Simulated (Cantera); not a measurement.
A freely propagating, adiabatic, planar premixed flame of 19.9 % H2, 16.8 % O2, 63.3 % N2, equivalence ratio 0.59, unburnt at 625 K and 1.01 bar; mixture-averaged transport, grid criteria slope 0.08 and curve 0.16, no radiation.

Cantera simulation using the H2/O2 subset of GRI-Mech 3.0, which has no nitrogen chemistry; the numbers are that mechanism's predictions, not measurements. Burning velocities carry a grid error of a few per cent, more on coarse grids. Lean hydrogen flames are cellular in practice and burn faster than this planar one.

Question: Predict: laminar burning velocity; thermal thickness; peak x(OH); peak x(O); peak x(H2O2); peak x(HO2).

Answer: 
```json
{
  "laminar_burning_velocity": "469 cm/s",
  "thermal_thickness": "0.429 mm",
  "peak x(OH)": "0.0121",
  "peak x(O)": "0.0122",
  "peak x(H2O2)": "1.70e-5",
  "peak x(HO2)": "0.000283"
}
```
